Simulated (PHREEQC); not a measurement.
A solution holds 76 mmol/kgw CuCl2, 36 mmol/kgw H2SO4 and 57 mmol/kgw NaCl, at 25 °C. Closed to the air; pH follows from the charge balance.

Equilibrium calculation in PHREEQC: ion-association model, phreeqc.dat.

Precipitation was switched off in this run.

Estimate the pH, specific conductance, activity of water.

pH 1.36; specific conductance 33700 µS/cm; activity of water 0.993.

In which forms is Cl present?

Cl- 95 %, CuCl+ 4.3 % of the Cl.

Species that the database lacks are ignored.
